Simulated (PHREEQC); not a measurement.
Model water analysis in mg/kgw, 25 °C, pH 8.41:

```
constituent         mg/kgw
------------------  ------
Na                    3190
K                     4190
Ca                     102
Mg                     423
Cl                    9820
S(6) as SO4            176
Alkalinity as HCO3    1.83
```

Valence states are taken as typed.

Computed with PHREEQC (Pitzer model, pitzer.dat).

Task: The ionic strength comes out as 0.305 mol/kgw. What activity coefficients do OH-, MgOH+, SO4-2, Na+, K+ get?

Result: OH- 0.65, MgOH+ 0.96, SO4-2 0.16, Na+ 0.72, K+ 0.70. Single-ion values are on the MacInnes scale.

No solid was allowed to form.
